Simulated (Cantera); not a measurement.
Charge: 1 mol B, 1 mol NH₃, equilibrated at 13300 Pa.

Cantera equilibrium calculation (NASA polynomials, part measured and part estimated; ideal gas, pure solids and liquids). Candidate condensed phases: B, BN; 15 gas species. Mutual solubility and eutectic melting of coexisting phases are not modelled. The tables' values for BH₂ are old estimates; treat these amounts as uncertain. Gases not in the tables: B₂H₆ and higher boranes. Equilibrium is a limit: real reactors are often held back by kinetics, nucleation or transport.

x: gas mole fraction; n: condensed amount in mol.

```tsv
T (K)	x H₂	x N₂	x H	x BH₂	x B	x BH₃	x BH	n BN(s)	n B(s)
850	1.00	<1e-12	5.61e-11	<1e-12	<1e-12	?	<1e-12	1.00	0
1050	1.00	5.58e-11	2.22e-8	6.05e-11	<1e-12	?	<1e-12	1.00	0
1250	1.000	1.38e-8	1.32e-6	1.37e-8	<1e-12	?	<1e-12	1.00	0
1450	1.000	5.24e-7	2.59e-5	8.10e-7	<1e-12	?	5.87e-12	1.000	0
1650	1.000	9.18e-6	0.000249	1.66e-5	3.46e-10	?	1.37e-9	1.000	0
1850	0.998	8.98e-5	0.00147	0.000172	6.26e-8	?	9.49e-8	1.000	0
2050	0.991	0.00183	0.00619	0.000614	2.25e-6	?	1.57e-6	0.994	0.00456
2250	0.954	0.0243	0.0199	0.00159	4.01e-5	?	1.45e-5	0.925	0.0728
```

Question: Complete the blanks.

Answer: 
- 850, x BH₃: 8.71e-12
- 1050, x BH₃: 4.71e-10
- 1250, x BH₃: 1.63e-8
- 1450, x BH₃: 2.45e-7
- 1650, x BH₃: 1.76e-6
- 1850, x BH₃: 7.99e-6
- 2050, x BH₃: 1.47e-5
- 2250, x BH₃: 2.16e-5
